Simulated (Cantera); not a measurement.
Charge: 1 mol SiC, 0.0082 mol O₂, 6.9 mol N₂, equilibrated at 1873 K.

Equilibrium computed with Cantera from the NASA thermochemical tables; the gas is ideal and each condensed phase is pure. Candidate condensed phases: C, Si, SiC, SiO₂, Si₂N₂O, Si₃N₄; 34 gas species. Mutual solubility and eutectic melting of coexisting phases are not modelled. Rates play no part.

Problem. Which condensed phases are stable at each of these points (P (Pa)): 0.100, 2.50, 63, 1600, 40000, 1000000?

Solution. 
| P (Pa) | condensed phases | Si condensed (%) |
|---|---|---|
| 0.100 | C(graphite) | 0.0 |
| 2.50 | C(graphite) + SiC(s) | 91.3 |
| 63 | SiC(s) | 98.5 |
| 1600 | SiC(s) | 99.1 |
| 40000 | SiC(s) + Si₃N₄(s) | 99.8 |
| 1000000 | C(graphite) + Si₃N₄(s) | 100.0 |

At 1.00e-6 bar the condensed part is C(graphite). At 2.50e-5 bar the condensed part is C(graphite) + SiC(s). From 0.000630 bar to 0.0160 bar the condensed part is SiC(s). At 0.400 bar the condensed part is SiC(s) + Si₃N₄(s). At 10.0 bar the condensed part is C(graphite) + Si₃N₄(s).
